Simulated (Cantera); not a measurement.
An adiabatic, constant-volume homogeneous reactor starts with 6.76 % CH4, 19.6 % O2, 73.6 % N2, equivalence ratio 0.69, at 1400 K and 1.01 bar.

Cantera simulation using GRI-Mech 3.0 (53 species, 325 reactions); the numbers are that mechanism's predictions, not measurements.

**Question.** Predict: time of steepest temperature rise; temperature at 2.00 s; equilibrium temperature; x(O2) at 2.00 s; x(CO2) at 2.00 s; x(H2O) at 2.00 s; x(NO) at 2.00 s; x(HO2) at 2.00 s.

**Answer.** 
| Property | Result |
|---|---|
| time of steepest temperature rise | 2.76 ms |
| temperature at 2.00 s | 2719 K |
| equilibrium temperature | 2719 K |
| x(O2) at 2.00 s | 0.0554 (gas-phase equilibrium 0.0554) |
| x(CO2) at 2.00 s | 0.0500 (gas-phase equilibrium 0.0500) |
| x(H2O) at 2.00 s | 0.116 (gas-phase equilibrium 0.116) |
| x(NO) at 2.00 s | 0.0161 (gas-phase equilibrium 0.0161) |
| x(HO2) at 2.00 s | 1.14e-5 (gas-phase equilibrium 1.14e-5) |
